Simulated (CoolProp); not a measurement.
The fluid at 457.19 K and 0.499 MPa flows at 0.072 m/s in a round tube of 20 mm bore and 1.5 µm roughness, fully developed (64/Re and Nu = 3.66 if laminar; Colebrook and Gnielinski if turbulent). The same conditions are run with several fluids, on thermodynamics alone (safety and materials aside).

Values from CoolProp's reference Helmholtz-energy equation of state of each fluid (water: Wagner 2002; R404A: Lemmon 2003; ammonia: Gao 2020; n-butane: Bücker 2006; carbon dioxide: Span 1996). Blends and air are pseudo-pure fits.

Problem. Rank water, R404A, ammonia, n-butane, carbon dioxide by Reynolds number, highest first.

Solution. R404A (1020), n-butane (1000), carbon dioxide (377), water (228), ammonia (201)

| fluid | Darcy friction factor | pressure drop (Pa/m) | heat-transfer coefficient (W/(m² K)) | mass flow (kg/h) |
|---|---|---|---|---|
| water | 0.280 | 0.0886 | 6.09 | 0.199 |
| R404A | 0.0629 | 0.106 | 4.66 | 1.06 |
| ammonia | 0.319 | 0.0933 | 8.49 | 0.184 |
| n-butane | 0.0638 | 0.0653 | 6.72 | 0.644 |
| carbon dioxide | 0.170 | 0.128 | 5.41 | 0.473 |

Transport values come from each fluid's own correlations.
